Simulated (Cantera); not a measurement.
# Hydrogen reduction and annealing atmospheres: Cr2O3 + H2 + N2

Charge: 1 mol Cr2O3, 2200 mol H2, 28 mol N2, equilibrated at 1652 °C and 2.80 mbar.

Method: chemical equilibrium by Gibbs-energy minimisation in Cantera with the NASA 1993 tables (ideal gas, pure condensed phases). Candidate condensed phases: Cr, CrN, Cr2N, Cr2O3, H2O; 29 gas species. The numbers say what is thermodynamically allowed, not how fast it happens.

The x(H2) comes out as 0.968 and the x(H) comes out as 0.0178. The x(N2) comes out as 0.0124 and the x(H2O) is 0.00133. The x(Cr) is 0.000888 and the x(OH) is 2.11e-6. The gas amount is 2250 mol and the log10 activity of Cr(s) (absent) is -2.28.
